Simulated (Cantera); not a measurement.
Feed: 1 mol Si3N4, 1.7 mol F2, 85 mol H2, at 677 °C and 0.248 Torr.

These are equilibrium values from Cantera (NASA tables, ideal gas, pure condensed phases), not measurements of a reactor. Candidate condensed phases: Si, Si3N4; 37 gas species. Rates play no part.

Base state: H2 0.983, SiF4 0.00975, N2 0.00653, HF 0.000230, SiHF3 3.80e-5 (mole fractions); condensed: Si3N4(s).

Problem. What changes in the equilibrium state with this change: Si3N4 replaced by BN?

Solution. 
```tsv
species	before	after
H2	0.983	0.978
BF3	0	0.0115
N2	0.00653	0.00577
SiF4	0.00975	0
SiHF3	3.80e-5	0
HF	0.000230	0.00462
Si3N4(s), mol	0.718	0
```
Further candidate phases: B, BN.
